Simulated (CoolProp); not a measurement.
Properties of R113 at several states (Tc = 487.2 K, pc = 3392 kPa, ω = 0.253).

Values from CoolProp's reference Helmholtz-energy equation of state, Marx 1992.

| T (K) | p (kPa) | phase | expansivity (1/kK) | fugacity coefficient |
|---|---|---|---|---|
| 274.2 | 15500 | liquid | … | 0.002200 |
| 470.5 | 14 | gas | 2.136 | 0.9984 |
| 299.9 | 6390 | liquid | … | … |
| 243 | 124 | liquid | … | … |
| 275.5 | 41.1 | liquid | 1.438 | … |
| 335.5 | 124 | gas | … | 0.9589 |

Task: Fill in the missing entries.

Result: 
- 274.2, expansivity (1/kK): 1.261
- 299.9, expansivity (1/kK): 1.426
- 299.9, fugacity coefficient: 0.009947
- 243, expansivity (1/kK): 1.349
- 243, fugacity coefficient: 0.02264
- 275.5, fugacity coefficient: 0.4058
- 335.5, expansivity (1/kK): 3.466
